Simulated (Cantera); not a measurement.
**Low-pressure radical oxidation in H2/O2**

An isothermal, constant-pressure homogeneous reactor starts with H2 : O2 : N2 = 0.39 : 1 : 0.13 (molar parts), equivalence ratio 0.20, at 925 K and 0.0120 bar.

Model: GRI-Mech 3.0 (53 species, 325 reactions), integrated in Cantera. Radical loss at walls, strong at low pressure, is not modelled. Below about 950 K walls govern HO2 and H2O2 in real vessels. The temperature is held fixed by assumption; the heat of reaction is taken as removed at once.

| t (s) | x H2 | x O2 | x H | x H2O2 | x H2O | x HO2 | x OH |
|---|---|---|---|---|---|---|---|
| 0.000100 | 0.257 | 0.658 | 1.57e-11 | <1e-12 | 1.45e-12 | 1.61e-11 | <1e-12 |
| 0.000484 | 0.257 | 0.658 | 1.22e-10 | <1e-12 | 7.94e-11 | 7.95e-11 | 1.11e-11 |
| 0.00234 | 0.257 | 0.658 | 3.79e-8 | <1e-12 | 5.07e-8 | 1.46e-9 | 3.76e-9 |
| 0.0113 | 0.0173 | 0.582 | 0.0598 | 4.00e-7 | 0.226 | 1.73e-5 | 0.00406 |
| 0.0548 | 0.000440 | 0.607 | 5.43e-5 | 4.26e-7 | 0.294 | 7.48e-6 | 0.000259 |
| 0.265 | 2.31e-5 | 0.608 | 5.35e-7 | 1.37e-7 | 0.294 | 8.45e-7 | 5.48e-5 |
| 1.28 | 7.98e-7 | 0.608 | 1.03e-8 | 3.47e-8 | 0.294 | 7.09e-8 | 1.55e-5 |
| 6.20 | 3.78e-8 | 0.608 | 4.17e-10 | 9.06e-9 | 0.294 | 8.93e-9 | 5.39e-6 |
| 30.0 | 5.02e-9 | 0.608 | 2.80e-11 | 2.46e-9 | 0.294 | 1.59e-9 | 2.19e-6 |
x: mole fraction; the columns are a selection and need not sum to one.

Equilibrium at this temperature and pressure: H2 2.71e-11, O2 0.608, H <1e-12, H2O2 2.51e-11, H2O 0.294, HO2 3.21e-10, OH 1.60e-7 (gas phase only).
